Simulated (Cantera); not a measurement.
An isothermal, constant-pressure homogeneous reactor starts with C2H6 : N2 = 1 : 77 (molar parts), at 1950 K and 713 Torr. Integrator tolerance rtol = 1e-08.

Model: GRI-Mech 3.0 (53 species, 325 reactions), integrated in Cantera. GRI-Mech 3.0 stops at C3 and has no aromatics, soot or wall deposition, so with more carbon than oxygen in the feed, carbon stays in small species such as C2H2 where larger ones or solid carbon would form.

Q: What does this change do: pressure from 713 Torr to 825 Torr?

A: 
```json
[
 {"quantity": "x(C2H6) at 2.00 s", "before": "1.74e-11 (gas-phase equilibrium 3.75e-12)", "after": "2.55e-11 (gas-phase equilibrium 5.03e-12)"},
 {"quantity": "x(CH2) at 2.00 s", "before": "6.75e-9 (gas-phase equilibrium 3.75e-9)", "after": "7.28e-9 (gas-phase equilibrium 3.75e-9)"},
 {"quantity": "x(HCN) at 2.00 s", "before": "0.000174 (gas-phase equilibrium 0.0226)", "after": "0.000172 (gas-phase equilibrium 0.0226)"},
 {"quantity": "x(H2) at 2.00 s", "before": "0.0249 (gas-phase equilibrium 0.0249)", "after": "0.0249 (gas-phase equilibrium 0.0249)"},
 {"quantity": "x(CH4) at 2.00 s", "before": "4.82e-6 (gas-phase equilibrium 2.67e-6)", "after": "6.02e-6 (gas-phase equilibrium 3.10e-6)"},
 {"quantity": "x(C2H4) at 2.00 s", "before": "2.62e-6 (gas-phase equilibrium 2.53e-7)", "after": "3.03e-6 (gas-phase equilibrium 2.93e-7)"}
]
```

Q: What does this change do: C2H6 1 to 0.11 parts?

A: 
```tsv
quantity	before	after
x(C2H6) at 2.00 s	1.74e-11 (gas-phase equilibrium 3.75e-12)	<1e-12 (gas-phase equilibrium <1e-12)
x(CH2) at 2.00 s	6.75e-9 (gas-phase equilibrium 3.75e-9)	2.74e-10 (gas-phase equilibrium 1.53e-10)
x(HCN) at 2.00 s	0.000174 (gas-phase equilibrium 0.0226)	0.000175 (gas-phase equilibrium 0.00281)
x(H2) at 2.00 s	0.0249 (gas-phase equilibrium 0.0249)	0.00281 (gas-phase equilibrium 0.00281)
x(CH4) at 2.00 s	4.82e-6 (gas-phase equilibrium 2.67e-6)	2.21e-8 (gas-phase equilibrium 1.23e-8)
x(C2H4) at 2.00 s	2.62e-6 (gas-phase equilibrium 2.53e-7)	3.18e-8 (gas-phase equilibrium 4.22e-10)
```
